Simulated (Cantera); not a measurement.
**Equilibrium for iron carbonyl, mercury and lead vapours: Pb + N2**

A closed system holds: 1 mol Pb, a varied amount of N2, at 1052 °C and 1000 Pa.

Equilibrium computed with Cantera from the NASA thermochemical tables; the gas is ideal and each condensed phase is pure. Candidate condensed phases: Pb; 4 gas species. The numbers say what is thermodynamically allowed, not how fast it happens.

| n(N2) (mol) | x N2 | x Pb | x Pb2 | n Pb(l) |
|---|---|---|---|---|
| 0.11 | 0.639 | 0.360 | 4.24e-5 | 0.938 |
| 0.3 | 0.639 | 0.360 | 4.24e-5 | 0.831 |
| 0.83 | 0.639 | 0.360 | 4.24e-5 | 0.532 |
| 2.3 | 0.697 | 0.303 | 2.99e-5 | 0 |
| 6.3 | 0.863 | 0.137 | 6.12e-6 | 0 |
| 17 | 0.944 | 0.0556 | 1.01e-6 | 0 |
| 48 | 0.980 | 0.0204 | 1.36e-7 | 0 |
x: gas mole fraction; n: condensed amount in mol.

From 0.11 mol N2 to 0.83 mol N2 the condensed part is Pb(l). From 2.3 mol N2 to 48 mol N2 nothing is condensed. The main Pb-bearing gas is Pb throughout.
